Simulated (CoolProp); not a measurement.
Vapour-liquid equilibrium of propane (1) + cyclopropane (2) at 332.8 K; x and y are mole fractions of (1).

The numbers come from the multi-fluid Helmholtz-energy mixture model, Lemmon 2009 and Polt 1992; pair parameters Bell 2016 in CoolProp. This equation is an older, rougher fit; its heat capacities, sound speeds and derivatives of the liquid may be far off and weren't checked against measurements.

Problem. Give the bubble pressure and the first vapour's composition at x = 0.2, 0.65, 0.8. Is there an azeotrope?

Solution. x = 0.2: 1.820 MPa, y = 0.244; x = 0.65: 2.048 MPa, y = 0.675; x = 0.8: 2.086 MPa, y = 0.810. No azeotrope shows between x = 0.05 and 0.95.

Pair parameters are fitted to limited data, so mixtures are less certain than the pure fluids.
